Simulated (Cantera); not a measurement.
Charge: 1 mol MgO, 1.2 mol HBr, 1.1 mol H2, held at 1602 °C and 5.10 Torr.

Equilibrium computed with Cantera from the NASA thermochemical tables; the gas is ideal and each condensed phase is pure. Candidate condensed phases: Br2, H2O, Mg, MgBr2, MgO, Mg(OH)2; 20 gas species. The numbers say what is thermodynamically allowed, not how fast it happens.

Base state: H2 0.488, HBr 0.216, H2O 0.105, MgBr2 0.0983, Br 0.0791, MgBr 0.00565, H 0.00556, Mg 0.00153 (mole fractions); condensed: MgO(s).

Task: What changes in the equilibrium state with this change: pressure from 5.10 Torr to 0.488 Torr?

Result: 
| species | before | after |
|---|---|---|
| H2 | 0.488 | 0.474 |
| Br | 0.0791 | 0.180 |
| HBr | 0.216 | 0.150 |
| MgBr2 | 0.0983 | 0.0560 |
| Mg | 0.00153 | 0.0184 |
| H | 0.00556 | 0.0177 |
| MgBr | 0.00565 | 0.0148 |
| H2O | 0.105 | 0.0890 |
| MgOH | 1.56e-5 | 4.97e-5 |
| OH | 9.35e-5 | 0.000259 |
| Br2 | 1.92e-5 | 9.53e-6 |
| MgO(s), mol | 0.745 | 0.765 |

Task: What changes in the equilibrium state with this change: pressure from 5.10 Torr to 12.0 Torr?

Result: 
| species | before | after |
|---|---|---|
| H2 | 0.488 | 0.486 |
| HBr | 0.216 | 0.232 |
| H2O | 0.105 | 0.111 |
| Br | 0.0791 | 0.0555 |
| MgBr2 | 0.0983 | 0.107 |
| Mg | 0.00153 | 0.000614 |
| H | 0.00556 | 0.00361 |
| MgOH | 1.56e-5 | 1.02e-5 |
| MgO(s), mol | 0.745 | 0.735 |

Task: What changes in the equilibrium state with this change: temperature from 1602 °C to 502 °C?

Result: 
| species | before | after |
|---|---|---|
| HBr | 0.216 | 0.517 |
| H2 | 0.488 | 0.479 |
| H2O | 0.105 | 0.00292 |
| MgBr2 | 0.0983 | 0.000351 |
| Br | 0.0791 | 1.76e-7 |
| MgBr | 0.00565 | <1e-9 |
| H | 0.00556 | <1e-9 |
| Mg | 0.00153 | <1e-9 |
| OH | 9.35e-5 | <1e-9 |
| MgOH | 1.56e-5 | <1e-9 |
| MgO(s), mol | 0.745 | 0.993 |
| MgBr2(s), mol | 0 | 0.00590 |
